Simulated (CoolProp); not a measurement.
Sulfur hexafluoride at 515.82 K and 4.72 MPa is throttled through a valve to 1.13 MPa with no heat exchange. Each further row changes one setting.

The numbers come from the reference Helmholtz-energy equation of state, Guder 2009 in CoolProp.

```json
[
 {"case": "as stated", "temperature change (K)": "___", "final density (kg/m³)": "___"},
 {"case": "outlet pressure 0.339 MPa", "temperature change (K)": "___", "final density (kg/m³)": "___"},
 {"case": "outlet pressure 1.47 MPa", "temperature change (K)": "-7.4", "final density (kg/m³)": "___"}
]
```

**Question.** Some entries are withheld; supply them.

**Answer.** 
- as stated, temperature change (K): -8.2
- as stated, final density (kg/m³): 39.8
- outlet pressure 0.339 MPa, temperature change (K): -10.0
- outlet pressure 0.339 MPa, final density (kg/m³): 11.8
- outlet pressure 1.47 MPa, final density (kg/m³): 51.9
